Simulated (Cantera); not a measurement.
An adiabatic, constant-pressure homogeneous reactor starts with H2 : O2 : N2 = 1 : 1.02 : 3.84 (molar parts), at 1225 K and 0.987 atm.

Model: the H2/O2 subset of GRI-Mech 3.0, which has no nitrogen chemistry, integrated in Cantera.

x: mole fraction; the columns are a selection and need not sum to one.

```tsv
t (s)	T (K)	x H2	x O2	x H2O2	x H2O	x HO2	x O	x H
3.00e-6	1225	0.171	0.174	2.00e-11	7.42e-9	1.09e-8	2.73e-9	1.33e-8
7.98e-6	1225	0.171	0.174	1.76e-10	1.47e-7	4.48e-8	2.93e-8	1.25e-7
2.12e-5	1225	0.171	0.174	___	___	___	___	___
5.64e-5	1826	0.0162	0.0915	9.70e-7	0.139	2.95e-5	0.0238	0.0283
0.000150	2236	0.00621	0.0915	2.51e-7	0.167	8.55e-6	0.00804	0.00425
0.000399	2353	___	0.0936	2.59e-7	0.177	6.93e-6	___	___
0.00106	2364	0.00174	0.0939	2.83e-7	0.179	7.19e-6	0.00220	0.000562
0.00282	2364	0.00174	0.0939	2.83e-7	0.179	7.19e-6	0.00220	0.000561
0.00751	2364	0.00174	0.0939	2.83e-7	0.179	7.19e-6	0.00220	0.000561
0.0200	2364	0.00174	0.0939	2.83e-7	0.179	7.19e-6	0.00220	0.000561
0.0531	2364	0.00174	0.0939	2.83e-7	0.179	7.19e-6	0.00220	0.000561
0.141	2364	0.00174	0.0939	2.83e-7	0.179	7.19e-6	0.00220	0.000561
0.376	2364	0.00174	0.0939	2.83e-7	0.179	7.19e-6	0.00220	0.000561
1.00	2364	0.00174	0.0939	2.83e-7	0.179	7.19e-6	0.00220	0.000561
```

Task: Fill in the missing entries.

Result: 
- 2.12e-5, x H2O2: 1.44e-8
- 2.12e-5, x H2O: 3.31e-5
- 2.12e-5, x HO2: 4.04e-6
- 2.12e-5, x O: 5.57e-6
- 2.12e-5, x H: 2.34e-5
- 0.000399, x H2: 0.00212
- 0.000399, x O: 0.00268
- 0.000399, x H: 0.000760
